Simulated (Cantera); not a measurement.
An isothermal, constant-pressure homogeneous reactor starts with NO : N2 = 1 : 2.5 (molar parts), at 1623 K and 1.01 bar. Integrator tolerance rtol = 1e-08.

Cantera simulation using GRI-Mech 3.0 (53 species, 325 reactions); the numbers are that mechanism's predictions, not measurements.

**Question.** What does this change do: temperature 1623 to 1473 K?

**Answer.** 
```
quantity                                           before                                     after
---------------  ----------------------------------------  ----------------------------------------
x(NO) at 200 s     0.0416 (gas-phase equilibrium 0.00184)    0.162 (gas-phase equilibrium 0.000923)
x(O) at 200 s     6.65e-6 (gas-phase equilibrium 7.16e-6)   6.97e-7 (gas-phase equilibrium 1.05e-6)
x(O2) at 200 s        0.122 (gas-phase equilibrium 0.142)      0.0612 (gas-phase equilibrium 0.142)
x(N2O) at 200 s   7.30e-7 (gas-phase equilibrium 1.14e-7)   8.63e-6 (gas-phase equilibrium 5.99e-8)
x(N2) at 200 s        0.836 (gas-phase equilibrium 0.856)       0.776 (gas-phase equilibrium 0.857)
x(NO2) at 200 s  0.000121 (gas-phase equilibrium 5.75e-6)  0.000514 (gas-phase equilibrium 4.44e-6)
```

**Question.** What does this change do: temperature 1623 to 2148 K?

**Answer.** 
```tsv
quantity	before	after
x(NO) at 200 s	0.0416 (gas-phase equilibrium 0.00184)	0.00946 (gas-phase equilibrium 0.00946)
x(O) at 200 s	6.65e-6 (gas-phase equilibrium 7.16e-6)	0.000715 (gas-phase equilibrium 0.000715)
x(O2) at 200 s	0.122 (gas-phase equilibrium 0.142)	0.138 (gas-phase equilibrium 0.138)
x(N2O) at 200 s	7.30e-7 (gas-phase equilibrium 1.14e-7)	5.52e-7 (gas-phase equilibrium 5.52e-7)
x(N2) at 200 s	0.836 (gas-phase equilibrium 0.856)	0.852 (gas-phase equilibrium 0.852)
x(NO2) at 200 s	0.000121 (gas-phase equilibrium 5.75e-6)	1.05e-5 (gas-phase equilibrium 1.05e-5)
```
